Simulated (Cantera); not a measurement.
An isothermal plug-flow reactor at 725 K and 1.01 bar (inlet), inlet velocity 1.2 m/s, active area per volume 2000 1/m; feed CO : O₂ : N₂ : H₂O = 0.0052 : 0.011 : 0.79 : 0.0051 (molar parts), equivalence ratio 0.24.

Computed with Cantera and Deutschmann's 1995 Pt surface mechanism with GRI-Mech 3.0 gas chemistry. Catalytic surfaces can have several steady states; this one follows from the mechanism file's or the stated starting coverage. Mass transfer to the wall is taken as infinitely fast.

| quantity | before | after |
|---|---|---|
| x(CO) at z = 0.0072 m | 9.51e-6 | 1.09e-5 |
| x(O₂) at z = 0.0072 m | 0.0104 | 0.0123 |
| x(H₂O) at z = 0.0072 m | 0.00631 | 0.00632 |
| x(CO₂) at z = 0.0072 m | 0.00642 | 0.00271 |
| θ(free Pt) at the exit | 0.0327 | 0.0305 |
| θ(O*) at the exit | 0.965 | 0.967 |
| θ(OH*) at the exit | 0.00235 | 0.00227 |

Question: Name the change that produced these shifts.
(A) inlet velocity 1.2 to 5.4 m/s
(B) O2 0.011 to 0.026 parts
(C) CO 0.0052 to 0.0022 parts
(D) temperature 725 to 875 K

Answer: C, CO 0.0052 to 0.0022 parts
